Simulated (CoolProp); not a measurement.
Vapour pressure (bar) of CHF3 (R23): the reference equation beside estimates from Tc = 299.3 K, pc = 48.32 bar, ω = 0.263. Clausius-Clapeyron is anchored at 215.1 K with a constant enthalpy of vaporisation of 15.27 kJ/mol.

Values from CoolProp's reference Helmholtz-energy equation of state, Penoncello 2003.

```
T (K)  reference  Lee-Kesler  Clausius-Clapeyron  van der Waals  Redlich-Kwong  Soave-Redlich-Kwong  Peng-Robinson
-----  ---------  ----------  ------------------  -------------  -------------  -------------------  -------------
198.1      1.492       1.477               1.635          7.234          2.586                1.478          1.485
201.5      1.781       1.770               1.912          7.916          3.014                1.770          1.773
204.9      2.113       2.106               2.225          8.639          3.492                2.105          2.104
208.3      2.491       2.489               2.575          9.404          4.023                2.488          2.481
211.7      2.920       2.924               2.967          10.21          4.611                2.922          2.909
215.1      3.403       3.414               3.403          11.06          5.257                3.412          3.391
218.6      3.961       3.982               3.901          11.99          5.987                3.980          3.950
222        4.569       4.598               4.437          12.93          6.763                4.599          4.558
225.4      5.244       5.283               5.026          13.92          7.608                5.288          5.235
228.8      5.993       6.042               5.673          14.96          8.524                6.052          5.987
```

Absolute difference from the reference over all 10 rows, mean and median: Lee-Kesler 0.5 and 0.6 %, Clausius-Clapeyron 4.1 and 3.8 %, van der Waals 249.1 and 237.3 %, Redlich-Kwong 56.8 and 56.2 %, Soave-Redlich-Kwong 0.5 and 0.5 %, Peng-Robinson 0.3 and 0.4 %.
